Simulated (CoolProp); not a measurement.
Vapour-liquid equilibrium of n-heptane (1) + toluene (2) at 0.27 MPa; x and y are mole fractions of (1).

Values from CoolProp's multi-fluid Helmholtz-energy mixture model, Span 2003 and Lemmon 2006; pair parameters Bell 2016.

```csv
x,"bubble temperature, mixture model (K)","bubble temperature, Raoult's law (K)","y, mixture model","y, Raoult's law"
0.05,420.7,421.5,0.081,0.067
0.2,416.9,419.2,0.276,0.254
0.35,414.3,417.1,0.431,0.423
0.5,412.3,415.0,0.566,0.577
0.65,410.9,413.1,0.694,0.718
0.8,409.8,411.2,0.822,0.846
0.95,409.0,409.4,0.954,0.963
```

The largest gap from Raoult's law is -2.8 K in bubble temperature, at x = 0.35. No azeotrope shows between x = 0.05 and 0.95.

Pair parameters are fitted to limited data, so mixtures are less certain than the pure fluids.
